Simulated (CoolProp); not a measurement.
R114 along the isotherm 162.95 °C: density (kg/m³) from the reference equation and from simpler models built on Tc = 147.5 °C, pc = 3352 kPa, ω = 0.252; each cubic takes its own stable root.

Values from CoolProp's reference Helmholtz-energy equation of state, Platzer 1990. This equation is an older, rougher fit; its heat capacities, sound speeds and derivatives of the liquid may be far off and weren't checked against measurements.

```tsv
p (kPa)	phase	reference	ideal gas	Soave-Redlich-Kwong
503	gas	24.87	23.71	24.87
1010	gas	52.72	47.61	52.68
1510	gas	83.84	71.18	83.64
2010	gas	120.0	94.75	119.4
2510	gas	163.8	118.3	162.1
3020	gas	221.7	142.4	217.5
3520	supercritical	304.9	165.9	294.6
4020	supercritical	464.7	189.5	431.1
4530	supercritical	696.4	213.5	604.3
5030	supercritical	797.3	237.1	692.8
```
